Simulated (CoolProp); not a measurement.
Ethane at 345.52 K and 3 MPa flows at 0.25 m/s in a round tube of 12.7 mm bore and 15 µm roughness, fully developed (64/Re and Nu = 3.66 if laminar; Colebrook and Gnielinski if turbulent). Each further row changes one setting.

Model: reference Helmholtz-energy equation of state, Bücker 2006, in CoolProp.

```csv
case,Reynolds number,Darcy friction factor,pressure drop (Pa/m),heat-transfer coefficient (W/(m² K)),mass flow (kg/h)
as stated,10100,0.0326,2.98,83.3,4.23
velocity 0.5 m/s,20100,0.0283,10.3,152,8.46
diameter 25.4 mm,20100,0.0271,1.24,72.6,16.9
```

Viscosity comes from a separate model (Friend 1991). Thermal conductivity comes from a separate model (Friend 1991).
